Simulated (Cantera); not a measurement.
Input: 1 mol CHF₃, 0.007 mol CH₄, 1.2 mol H₂, equilibrated at 0.0133 bar.

Equilibrium computed with Cantera from the NASA thermochemical tables; the gas is ideal and each condensed phase is pure. Candidate condensed phases: C, C₆H₆, C₇H₈, C₈H₁₈; 110 gas species. Ions and electrons are included (thermal ionisation). Rates play no part.

**Question.** At 4500 K, list the 7 most abundant gas species with their mole fractions, and the condensed phases.

**Answer.** H 0.459, F 0.400, C 0.134, HF 0.00534, CF 0.000923, C₂ 0.000821, H₂ 0.000235. Condensed: gas only.
